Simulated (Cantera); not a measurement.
Charge: 1 mol B2O3, 1.7 mol O2, 170 mol H2, equilibrated at 140 Pa.

Cantera equilibrium calculation (NASA polynomials, part measured and part estimated; ideal gas, pure solids and liquids). Candidate condensed phases: B, B2O3, B3O3H3, H2O; 23 gas species. The numbers say what is thermodynamically allowed, not how fast it happens. All values below are at 1550 K.

Base state: H2 0.973, H2O 0.0149, HBO2 0.0105, H 0.000830, HBO 0.000508, B2O3 0.000315, BO 1.05e-5 (mole fractions); condensed: gas only.

Q: What changes in the equilibrium state with this change: B2O3 replaced by B2H6?

A: 
```csv
species,before,after
H2,0.973,0.988
HBO2,0.0105,0.00570
HBO,0.000508,0.00336
H2O,0.0149,0.00124
B2O2,1.74e-6,7.46e-5
BO,1.05e-5,6.91e-5
B2O3,0.000315,0.00111
```
The feed counts by its element totals alone.
